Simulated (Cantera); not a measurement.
Input (Python, Cantera):

```python
import numpy as np
import cantera as ct

gas = ct.Solution("gri30.yaml")


def delay(T, t_max=10):
    gas.TPX = T, 240000, {'CH4': 1, 'O2': 1.25, 'N2': 3.62, 'H2O': 0.23}
    reactor = ct.IdealGasConstPressureReactor(gas, clone=False)
    net = ct.ReactorNet([reactor])
    net.rtol, net.atol = 1e-8, 1e-16
    while net.time < t_max:
        t_old, T_old = net.time, reactor.T
        net.step()
        if reactor.T > T + 400:  # ignition: a rise of 400 K
            return t_old + (T + 400 - T_old) / (reactor.T - T_old) * (net.time - t_old)
    return np.nan


taus = []
for T in [1150, 1200, 1250, 1300, 1350, 1400, 1450, 1500, 1550]:
    taus.append(delay(T))
    print(f"T0 = {T:6g} K   tau = {taus[-1]:.4e} s")
```

Result:

```
T0 =   1150 K   tau = 4.5925e-02 s
T0 =   1200 K   tau = 2.3113e-02 s
T0 =   1250 K   tau = 1.2007e-02 s
T0 =   1300 K   tau = 6.4182e-03 s
T0 =   1350 K   tau = 3.5191e-03 s
T0 =   1400 K   tau = 1.9744e-03 s
T0 =   1450 K   tau = 1.1324e-03 s
T0 =   1500 K   tau = 6.6448e-04 s
T0 =   1550 K   tau = 3.9966e-04 s
```

Detailed kinetics in Cantera: GRI-Mech 3.0 (53 species, 325 reactions).
